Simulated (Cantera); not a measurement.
Gas-phase reforming

A perfectly stirred reactor is fed with 62.5 % CH4, 37.5 % H2O, at 5.00 bar; it is held at 1700 K, and followed from long to short residence time.

Cantera simulation using GRI-Mech 3.0 (53 species, 325 reactions); the numbers are that mechanism's predictions, not measurements. GRI-Mech 3.0 stops at C3 and has no aromatics, soot or wall deposition, so with more carbon than oxygen in the feed, carbon stays in small species such as C2H2 where larger ones or solid carbon would form.

```
τ (s)     x CH4   x H2O     x CO2    x H2  x CH2CO    x HCO   x C2H4
-------  ------  ------  --------  ------  -------  -------  -------
14       0.0687  0.0145   0.00116   0.686  2.17e-6  4.10e-8  0.00591
3.0      0.0769  0.0439   0.00315   0.658  4.40e-6  3.47e-8  0.00767
0.64     0.0901  0.0997   0.00548   0.606  1.13e-5  2.38e-8   0.0107
0.14      0.112   0.173   0.00541   0.534  2.55e-5  1.20e-8   0.0134
0.030     0.168   0.241   0.00251   0.440  3.98e-5  4.61e-9   0.0135
0.0065    0.287   0.292  0.000469   0.312  4.07e-5  3.17e-9   0.0115
0.0014    0.442   0.335   3.66e-5   0.163  2.51e-5  4.49e-9   0.0125
0.00030   0.562   0.364   1.55e-6  0.0498  4.59e-6  5.07e-9   0.0103
```
x: mole fraction; the columns are a selection and need not sum to one.
